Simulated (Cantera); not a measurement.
Feed: 1 mol TiCl4, 0.29 mol H2O, held at 1275 K and 7.50 Torr.

Cantera equilibrium calculation (NASA polynomials, part measured and part estimated; ideal gas, pure solids and liquids). Candidate condensed phases: H2O, Ti, TiCl2, TiCl3, TiCl4, TiO, TiO2, Ti2O3, Ti3O5, Ti4O7; 23 gas species. Kinetics and transport are ignored.

Task: What is the equilibrium state?

Result: 
| Property | Value |
|---|---|
| x(TiCl4) | 0.593 |
| x(HCl) | 0.404 |
| x(TiCl3) | 0.00159 |
| x(Cl) | 0.00127 |
| x(Cl2) | 0.000165 |
| x(H2O) | 1.12e-5 |
| x(H2) | 3.96e-6 |
| x(TiOCl2) | 1.56e-6 |
| n(TiO2(rutile)) | 0.145 mol |
| gas amount | 1.437 mol |
| log10 activity of Ti4O7(s) (absent) | -3.08 |
| log10 activity of Ti3O5(s) (absent) | -3.26 |
| log10 activity of Ti2O3(s) (absent) | -3.72 |
